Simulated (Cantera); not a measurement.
A Cantera script and what it prints.

```python
import numpy as np
import cantera as ct

gas_names = """
    Fe FeO N NO NO2 NO3 N2 N2O O O2 O3
""".split()
cond_names = """
    Fe(a) Fe(c) Fe(d) Fe(L) FeO(s) FeO(L) Fe2O3(s) Fe3O4(s)
""".split()


# ... load() reads the species with a 1 bar reference pressure and builds the phases ...
atoms = {
    'Fe': {'Fe': 1},
    'O2': {'O': 2},
    'N2': {'N': 2},
}
top_T = {'Fe2O3(s)': 1830, 'Fe3O4(s)': 1870}  # K; cautious upper limits of use, not melting points


# ... equilibrate(T, P, feed) seeds the gas with the atoms and calls Mixture.equilibrate('TP', solver="vcs", rtol=1e-11, max_steps=5000) ...
results = []
feed = {'Fe': 1, 'O2': 1.4, 'N2': 220}  # mol
P = 340000  # Pa
for T in [723, 823, 923, 1023, 1123, 1223, 1323, 1423, 1523, 1623, 1723]:
    mix = equilibrate(T, P, feed)
    results.append((T, P, feed, dict(zip(mix.species_names, mix.species_moles))))

top = {s: max(r[3][s] / sum(r[3][g] for g in gas_names) for r in results) for s in gas_names}
cols = sorted((s for s in top if top[s] > 1e-05), key=lambda s: -top[s])[:5]
seen = [c for c in cond_names if any(r[3].get(c, 0) > 1e-12 for r in results)]
print("log10 of partial pressures in bar; condensed amounts in mol")
print(f"{'T/K':>10s}" + "".join(f"{s[:9]:>10s}" for s in cols + seen))
for T, P, feed, n in results:
    ng = sum(n[g] for g in gas_names)
    print(f"{T:10.4g}" + "".join(f"{np.log10(max(n[s] / ng * P / 1e5, 1e-99)):10.3f}" for s in cols)
          + "".join(f"{n.get(c, 0):10.4g}" for c in seen))
```

Output:

```
log10 of partial pressures in bar; condensed amounts in mol
       T/K        N2        O2        NO  Fe2O3(s)  Fe3O4(s)
       723     0.530    -1.999    -6.677       0.5         0
       823     0.530    -1.999    -5.875       0.5         0
       923     0.530    -1.999    -5.247       0.5         0
      1023     0.530    -2.000    -4.741       0.5         0
      1123     0.530    -2.000    -4.326       0.5         0
      1223     0.530    -2.002    -3.979       0.5         0
      1323     0.530    -2.004    -3.685       0.5         0
      1423     0.530    -2.007    -3.433       0.5         0
      1523     0.530    -2.013    -3.215       0.5         0
      1623     0.530    -1.967    -2.999         0    0.3333
      1723     0.530    -1.976    -2.833         0    0.3333
```

These are equilibrium values from Cantera (NASA tables, ideal gas, pure condensed phases), not measurements of a reactor.
